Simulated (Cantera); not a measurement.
A closed system holds: 1 mol C6H6, 0.19 mol H2O, 8.2 mol H2, held at 723 K and 0.240 bar.

Method: chemical equilibrium by Gibbs-energy minimisation in Cantera with the NASA 1993 tables (ideal gas, pure condensed phases). Candidate condensed phases: C, C6H6, C7H8, C8H18, H2O; 110 gas species. Equilibrium is a limit: real reactors are often held back by kinetics, nucleation or transport.

Base state: H2 0.566, CH4 0.411, H2O 0.0222, CO 0.000800, CO2 0.000241 (mole fractions); condensed: C(graphite).

Problem. What changes in the equilibrium state with this change: temperature from 723 K to 2598.15 K?

Solution. 
| species | before | after |
|---|---|---|
| H2 | 0.566 | 0.896 |
| H | <1e-9 | 0.0736 |
| CO | 0.000800 | 0.0158 |
| CH4 | 0.411 | 2.48e-5 |
| C2H2 (acetylene) | <1e-9 | 0.0144 |
| H2O | 0.0222 | 6.54e-8 |
| CO2 | 0.000241 | <1e-9 |
| C2H | <1e-9 | 0.000104 |
| C4H2 | <1e-9 | 9.62e-5 |
| CH3 | <1e-9 | 3.58e-5 |
| C(graphite), mol | 2.67 | 5.45 |
